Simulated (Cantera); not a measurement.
An isothermal, constant-pressure homogeneous reactor starts with 66.7 % NO, 33.3 % N2, at 2050 K and 0.0133 bar.

Detailed kinetics in Cantera: GRI-Mech 3.0 (53 species, 325 reactions). Radical loss at walls, strong at low pressure, is not modelled.

One state of this run: x NO = 0.0255; x N2O = 1.61e-7; x O2 = 0.317; x N2 = 0.652; x NO2 = 5.75e-6; x O = 0.00478. x: mole fraction; the columns are a selection and need not sum to one.

Which value of t (s) does it belong to?
A) 0.0374
B) 0.00438
C) 0.320
D) 23.4

D, 23.4
